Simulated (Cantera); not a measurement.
Input: 1 mol Si2H6, 200 mol N2, at 2.25 Torr.

Cantera equilibrium calculation (NASA polynomials, part measured and part estimated; ideal gas, pure solids and liquids). Candidate condensed phases: Si, Si3N4; 18 gas species. The feed counts by its element totals alone. N2 is the only nitrogen source here; it is nearly inert below about 1500 K, so the nitride shown seldom forms there in practice. Equilibrium is a limit: real reactors are often held back by kinetics, nucleation or transport. All values below are at 802 °C.

Base state: N2 0.985, H2 0.0149 (mole fractions); condensed: Si3N4(s).

Task: What changes in the equilibrium state with this change: Si2H6 replaced by Si3H8?

Result: 
```json
[
 {"species": "N2", "before": "0.985", "after": "0.980"},
 {"species": "H2", "before": "0.0149", "after": "0.0198"},
 {"species": "Si3N4(s), mol", "before": "0.667", "after": "1.00"}
]
```
